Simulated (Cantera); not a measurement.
A perfectly stirred reactor is fed with H₂ : O₂ = 0.027 : 1 (molar parts), at 0.0263 atm; it is held at 1323 K, and followed from long to short residence time.

Cantera simulation using the H2/O2 subset of GRI-Mech 3.0, which has no nitrogen chemistry; the numbers are that mechanism's predictions, not measurements. Radical loss at walls, strong at low pressure, is not modelled.

One state of this run: x H₂ = 0.00329; x O₂ = 0.954; x H₂O = 0.0197; x OH = 0.00407; x HO₂ = 3.30e-6; x H₂O₂ = 1.35e-7; x H = 0.00250. x: mole fraction; the columns are a selection and need not sum to one.

Question: Which value of τ (s) does it belong to?
A) 0.0047
B) 5.4
C) 0.0012
D) 0.019

Answer: C, 0.0012
